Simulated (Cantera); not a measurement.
An adiabatic, constant-pressure homogeneous reactor starts with 16.7 % CH3OH, 16.7 % O2, 62.7 % N2, 4.00 % H2O, at 1798 K and 1.00 bar.

Computed with Cantera and GRI-Mech 3.0 (53 species, 325 reactions). GRI-Mech 3.0 was tuned for natural gas; its chemistry of methanol as a main component is partial and can be far from experiment.

One state of this run: T (K) = 2786; x CH3OH = <1e-12; x O2 = 0.00524; x H2O = 0.226; x CH2CO = <1e-12; x OH = 0.0193; x C2H = <1e-12. x: mole fraction; the columns are a selection and need not sum to one.

**Question.** Which value of t (s) does it belong to?
A) 0.0984
B) 0.000102
C) 1.43e-5
D) 2.00e-6

**Answer.** A, 0.0984
